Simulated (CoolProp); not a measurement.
Properties of hydrogen chloride at several states (Tc = 324.7 K, pc = 83.14 bar, ω = 0.130).

Values from CoolProp's reference Helmholtz-energy equation of state, Thol 2018.

```json
[
 {"T (K)": "400.8", "p (bar)": "57.4", "phase": "gas", "density (kg/m³)": "72.67", "cp (kJ/(kg K))": "1.048", "cv (kJ/(kg K))": "0.6310", "Joule-Thomson coefficient (K/MPa)": "7.417", "fugacity coefficient": "0.8733"},
 {"T (K)": "410.1", "p (bar)": "70", "phase": "gas", "density (kg/m³)": "88.26", "cp (kJ/(kg K))": "1.089", "cv (kJ/(kg K))": "0.6363", "Joule-Thomson coefficient (K/MPa)": "6.857", "fugacity coefficient": "0.8582"},
 {"T (K)": "500.8", "p (bar)": "4.52", "phase": "gas", "density (kg/m³)": "3.978", "cp (kJ/(kg K))": "0.8105", "cv (kJ/(kg K))": "0.5766", "Joule-Thomson coefficient (K/MPa)": "5.587", "fugacity coefficient": "0.9949"},
 {"T (K)": "504.3", "p (bar)": "6.97", "phase": "gas", "density (kg/m³)": "6.108", "cp (kJ/(kg K))": "0.8144", "cv (kJ/(kg K))": "0.5774", "Joule-Thomson coefficient (K/MPa)": "5.495", "fugacity coefficient": "0.9923"}
]
```
